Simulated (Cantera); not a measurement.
Input: 1 mol Al, 0.45 mol H₂O, 6.6 mol N₂, equilibrated at 1950 °C.

These are equilibrium values from Cantera (NASA tables, ideal gas, pure condensed phases), not measurements of a reactor. Candidate condensed phases: Al, AlN, Al₂O₃, H₂O; 35 gas species. Mutual solubility and eutectic melting of coexisting phases are not modelled. Condensed phases not in the tables: aluminium oxynitride. Rates play no part.

What share of the Al ends up in condensed phases as a function of P (Pa), at 10, 46, 220, 1000, 4600, 22000, 100000?


```json
[
 {"P (Pa)": "10", "Al condensed (%)": "21.1", "as": "Al₂O₃(s)"},
 {"P (Pa)": "46", "Al condensed (%)": "18.9", "as": "Al₂O₃(s)"},
 {"P (Pa)": "220", "Al condensed (%)": "15.4", "as": "Al₂O₃(s)"},
 {"P (Pa)": "1000", "Al condensed (%)": "11.7", "as": "Al₂O₃(s)"},
 {"P (Pa)": "4600", "Al condensed (%)": "8.2", "as": "Al₂O₃(s)"},
 {"P (Pa)": "22000", "Al condensed (%)": "75.7", "as": "AlN(s) + Al₂O₃(s)"},
 {"P (Pa)": "100000", "Al condensed (%)": "98.0", "as": "AlN(s) + Al₂O₃(s)"}
]
```
